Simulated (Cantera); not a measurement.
What does this Cantera script print?

```python
import numpy as np
import cantera as ct

gas_names = """
    F F2 H HF H2 H2F2 H3F3 H4F4 H5F5 H6F6 H7F7 N NF NF2 NF3 NH NH2 NH3 N2 N2H2 N2H4 Si SiF SiF2 SiF3
    SiF4 SiH SiHF3 SiH2 SiH2F2 SiH3 SiH3F SiH4 SiN Si2 Si2N Si3
""".split()
cond_names = """
    Si(cr) Si(L) Si3N4(a)
""".split()


def load(file, names, dense=False):
    # The tables refer to 1 bar. Condensed volumes are neglected.
    table = {s.name: s for s in ct.Species.list_from_file(file)}
    out = []
    for n in names:
        d = dict(table[n].input_data)
        d["thermo"] = dict(d["thermo"], **{"reference-pressure": 1e5})
        if dense:
            d["equation-of-state"] = {"model": "constant-volume", "density": "1e6 g/cm^3"}
        out.append(ct.Species.from_dict(d))
    return out


gas = ct.Solution(thermo="ideal-gas", species=load("nasa_gas.yaml", gas_names))
cond = {s.name: ct.Solution(thermo="fixed-stoichiometry", species=[s], name=s.name)
        for s in load("nasa_condensed.yaml", cond_names, dense=True)}
atoms = {
    'SiF4': {'Si': 1, 'F': 4},
    'NH3': {'N': 1, 'H': 3},
    'N2': {'N': 2},
}
top_T = {'Si3N4(a)': 2400}  # K; cautious upper limits of use, not melting points


def equilibrate(T, P, feed):
    n = {}
    for name, mol in feed.items():
        for a, k in atoms[name].items():
            n[a] = n.get(a, 0.0) + k * mol
    gas.TPX = T, P, n
    mass = sum(n.values()) * gas.mean_molecular_weight
    gas.equilibrate("TP")
    valid = [c for c in cond.values() if c.min_temp <= T <= top_T.get(c.name, c.max_temp)]
    mix = ct.Mixture([(gas, mass / gas.mean_molecular_weight)] + [(c, 0.0) for c in valid])
    mix.T, mix.P = T, P
    mix.equilibrate("TP", solver="vcs", rtol=1e-11, max_steps=5000)
    return mix


results = []
feed = {'SiF4': 1, 'NH3': 0.14, 'N2': 12}  # mol
T = 1875  # K
P = 10000  # Pa
mix = equilibrate(T, P, feed)
results.append((T, P, feed, dict(zip(mix.species_names, mix.species_moles))))
x = sorted(zip(gas.X, gas.species_names), reverse=True)
print(f"T = {T:g} K  P = {P:g} Pa  gas = {mix.phase_moles(0):.4g} mol")
print("   x: " + "  ".join(f"{s} {v:.3e}" for v, s in x if v > 0.001))
print("   condensed (mol): " + ("  ".join(f"{mix.phase(i).name} {mix.phase_moles(i):.4g}"
      for i in range(1, mix.n_phases) if mix.phase_moles(i) > 1e-12) or "none"))
```

Output:

```
T = 1875 K  P = 10000 Pa  gas = 13.4 mol
   x: N2 9.009e-01  SiF4 5.836e-02  HF 1.756e-02  SiF3 1.491e-02  H2 6.760e-03  SiF2 1.280e-03
   condensed (mol): none
```

Method: chemical equilibrium by Gibbs-energy minimisation in Cantera with the NASA 1993 tables (ideal gas, pure condensed phases). The tables' values for SiF3, SiF2 are old estimates; treat these amounts as uncertain.
